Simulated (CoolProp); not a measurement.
R407C along the isotherm -39.65 °C: Z from the reference equation and from simpler models built on Tc = 86.2 °C, pc = 46.32 bar, ω = 0.363; each cubic takes its own stable root.

Computed with CoolProp (reference Helmholtz-energy equation of state, Lemmon 2003). It is a pseudo-pure fit of the blend.

```tsv
p (bar)	phase	reference
5.79	liquid	0.01877
11.6	liquid	0.03757
17.4	liquid	0.05629
23.2	liquid	0.07498
28.9	liquid	0.09331
34.7	liquid	0.1119
40.5	liquid	0.1305
46.3	liquid	0.1490
52.1	liquid	0.1675
57.9	liquid	0.1860
63.7	liquid	0.2044
69.5	liquid	0.2229
```

### Question
How far does each simpler model (van der Waals, Redlich-Kwong, Soave-Redlich-Kwong) lie from the reference over these 12 states: mean and median of the absolute difference, and the worst?

### Answer
- van der Waals: mean 449.4 %, median 69.8 %, worst +4626.2 % at -39.65 °C and 5.79 bar
- Redlich-Kwong: mean 17.1 %, median 17.1 %, worst +17.7 % at -39.65 °C and 5.79 bar
- Soave-Redlich-Kwong: mean 11.7 %, median 11.7 %, worst +11.8 % at -39.65 °C and 5.79 bar

At some of these states van der Waals gives the other phase, because its saturation line lies elsewhere.
